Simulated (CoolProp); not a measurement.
Vapour pressure (bar) of R143a: the reference equation beside estimates from Tc = 345.9 K, pc = 37.62 bar, ω = 0.261.

Model: reference Helmholtz-energy equation of state, Lemmon and Jacobsen 2000, in CoolProp.

```json
[
 {"T (K)": "177.7", "reference": "…", "Lee-Kesler": "0.04517", "van der Waals": "…", "Redlich-Kwong": "0.1229", "Soave-Redlich-Kwong": "0.04630", "Peng-Robinson": "0.04950"},
 {"T (K)": "190.4", "reference": "0.1299", "Lee-Kesler": "…", "van der Waals": "1.952", "Redlich-Kwong": "…", "Soave-Redlich-Kwong": "0.1243", "Peng-Robinson": "0.1299"},
 {"T (K)": "203.2", "reference": "0.3000", "Lee-Kesler": "0.2879", "van der Waals": "2.892", "Redlich-Kwong": "0.6156", "Soave-Redlich-Kwong": "0.2910", "Peng-Robinson": "0.2990"},
 {"T (K)": "215.9", "reference": "0.6146", "Lee-Kesler": "0.6001", "van der Waals": "4.092", "Redlich-Kwong": "1.154", "Soave-Redlich-Kwong": "0.6031", "Peng-Robinson": "0.6117"},
 {"T (K)": "228.6", "reference": "1.149", "Lee-Kesler": "1.137", "van der Waals": "5.590", "Redlich-Kwong": "1.988", "Soave-Redlich-Kwong": "1.139", "Peng-Robinson": "…"},
 {"T (K)": "241.4", "reference": "2.002", "Lee-Kesler": "2.002", "van der Waals": "7.430", "Redlich-Kwong": "3.210", "Soave-Redlich-Kwong": "2.000", "Peng-Robinson": "…"},
 {"T (K)": "254.1", "reference": "3.265", "Lee-Kesler": "3.285", "van der Waals": "9.608", "Redlich-Kwong": "4.884", "Soave-Redlich-Kwong": "3.284", "Peng-Robinson": "3.258"},
 {"T (K)": "266.9", "reference": "5.077", "Lee-Kesler": "5.124", "van der Waals": "12.18", "Redlich-Kwong": "7.121", "Soave-Redlich-Kwong": "5.135", "Peng-Robinson": "5.077"},
 {"T (K)": "279.6", "reference": "7.538", "Lee-Kesler": "7.612", "van der Waals": "15.13", "Redlich-Kwong": "9.963", "Soave-Redlich-Kwong": "7.655", "Peng-Robinson": "7.556"},
 {"T (K)": "292.4", "reference": "10.83", "Lee-Kesler": "10.92", "van der Waals": "18.53", "Redlich-Kwong": "…", "Soave-Redlich-Kwong": "11.03", "Peng-Robinson": "10.88"},
 {"T (K)": "305.1", "reference": "15.06", "Lee-Kesler": "15.16", "van der Waals": "22.33", "Redlich-Kwong": "17.84", "Soave-Redlich-Kwong": "15.35", "Peng-Robinson": "15.16"}
]
```

Question: Fill in the missing entries.

Answer: 
- 177.7, reference: 0.04916
- 177.7, van der Waals: 1.254
- 190.4, Lee-Kesler: 0.1221
- 190.4, Redlich-Kwong: 0.2936
- 228.6, Peng-Robinson: 1.144
- 241.4, Peng-Robinson: 1.994
- 292.4, Redlich-Kwong: 13.53

Absolute difference from the reference over all 11 rows, mean and median: Lee-Kesler 2.3 and 1.0 %, van der Waals 590.5 and 271.1 %, Redlich-Kwong 69.8 and 60.3 %, Soave-Redlich-Kwong 2.1 and 1.8 %, Peng-Robinson 0.4 and 0.4 %.
